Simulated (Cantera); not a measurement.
## Thermodynamics of silicon epitaxy and polysilicon growth, feed SiH₄ + N₂

A closed system holds: 1 mol SiH₄, 48 mol N₂, at 1250 °C and 180000 Pa.

Method: chemical equilibrium by Gibbs-energy minimisation in Cantera with the NASA 1993 tables (ideal gas, pure condensed phases). Candidate condensed phases: Si, Si₃N₄; 18 gas species. Rates play no part.

```json
{
  "x(N₂)": "0.959",
  "x(H₂)": "0.0405",
  "x(H)": "3.47e-6",
  "n(Si₃N₄(s))": "0.333 mol",
  "gas_amount": "49.33 mol",
  "log10 activity of Si(s) (absent)": "-2.91"
}
```
